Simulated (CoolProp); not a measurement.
The numbers come from the reference Helmholtz-energy equation of state, Younglove 1994 in CoolProp. It is a modified Benedict-Webb-Rubin equation, recast in Helmholtz form.

Q: Give the vapour pressure (kPa), vapour viscosity (µPa s), liquid conductivity (mW/(m K)) of saturated R123 at 57.05, 122.85 °C.

A: 
```json
[
 {"T (°C)": "57.05", "p (kPa)": "262", "vapour viscosity (µPa s)": "11.8", "liquid conductivity (mW/(m K))": "68.0"},
 {"T (°C)": "122.85", "p (kPa)": "1270", "vapour viscosity (µPa s)": "14.4", "liquid conductivity (mW/(m K))": "53.3"}
]
```

Viscosity comes from a separate model (Tanaka 1996). Thermal conductivity comes from a separate model (Laesecke 1996).
